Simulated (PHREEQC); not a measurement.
Metal-bearing waste water: an equilibrium model

Dissolve 0.0023 mol Pb(NO3)2, 0.0031 mol MgSO4, 0.053 mol HCl and 3.2e-05 mol NaCl per kg of water at 27 °C. Closed to the air; pH follows from the charge balance.

Computed with PHREEQC (ion-association model, phreeqc.dat).

This is a speciation only: nothing precipitates in the calculation.

Q: Predict the pH.

A: pH 1.37.

Q: In which forms is S present?

A: HSO4- 65 %, SO4-2 28 %, MgSO4 3.9 %, PbSO4 3.1 % of the S.

The solution is supersaturated, for example in Anglesite, so a real one may precipitate; this is no full list. Species that the database lacks are ignored.
